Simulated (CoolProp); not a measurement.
CH2F2 (R32) at 226.16 K and 0.0806 MPa flows at 0.87 m/s in a round tube of 50 mm bore and 1.5 µm roughness, fully developed (64/Re and Nu = 3.66 if laminar; Colebrook and Gnielinski if turbulent). Each further row changes one setting.

The numbers come from the reference Helmholtz-energy equation of state, Tillner-Roth 1997 in CoolProp.

```tsv
case	Reynolds number	Darcy friction factor	pressure drop (Pa/m)	heat-transfer coefficient (W/(m² K))	mass flow (kg/h)
as stated	9920	0.0310	0.539	5.90	14.1
velocity 1.74 m/s	19800	0.0260	1.81	10.4	28.3
diameter 100 mm	19800	0.0260	0.226	5.21	56.5
```

Viscosity comes from a separate model (Bell 2016), an estimate that may be off by 10 % or more. Thermal conductivity comes from a separate model (Huber 2003), an estimate that may be off by 10 % or more.
